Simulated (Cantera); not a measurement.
Cantera with NASA thermochemical tables; ideal gases at 1 bar, condensed phases pure. Values are per mole of reaction as written; species without (g) are pure solids or liquids, kept so even where they would boil at 1 bar.

CaCl2 = 2 Cl(g) + Ca(g), with ΔH° = 1216.2 kJ and ΔS° = 380.6 J/K at 300 K.

**Question.** How far is the shortcut ΔG° ≈ ΔH°(300 K) − T·ΔS°(300 K) from the full temperature-dependent value at 2048, 2098, 2148, 2198, 2248, 2298, 2348, 2398, 2448, 2498 K?

**Answer.** 
```
T (K)  shortcut (kJ)  full (kJ)  difference (kJ)  difference in log10 K  condensed phases
-----  -------------  ---------  ---------------  ---------------------  ----------------
2048           436.8      500.3            -63.6                   1.62          CaCl2(l)
2098           417.7      484.7            -67.0                   1.67          CaCl2(l)
2148           398.7      469.2            -70.5                   1.71          CaCl2(l)
2198           379.7      453.7            -74.1                   1.76          CaCl2(l)
2248           360.6      438.3            -77.7                   1.80          CaCl2(l)
2298           341.6      422.9            -81.3                   1.85          CaCl2(l)
2348           322.6      407.6            -85.0                   1.89          CaCl2(l)
2398           303.5      392.3            -88.7                   1.93          CaCl2(l)
2448           284.5      377.0            -92.5                   1.97          CaCl2(l)
2498           265.5      361.8            -96.3                   2.01          CaCl2(l)
```
The shortcut ignores heat capacities and the phase changes listed.
